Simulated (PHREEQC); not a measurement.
Solution (25 °C): 0.0035 mol/kgw ZnBr2. Closed to the air; pH follows from the charge balance.

The numbers come from PHREEQC with the ion-association model, wateq4f.dat.

Problem. The ionic strength comes out as 0.0105 mol/kgw. What activity coefficients do ZnOH+, H+, ZnBr+, Zn+2, Br- get?

Solution. ZnOH+ 0.90, H+ 0.91, ZnBr+ 0.90, Zn+2 0.67, Br- 0.90.

Precipitation was switched off in this run.
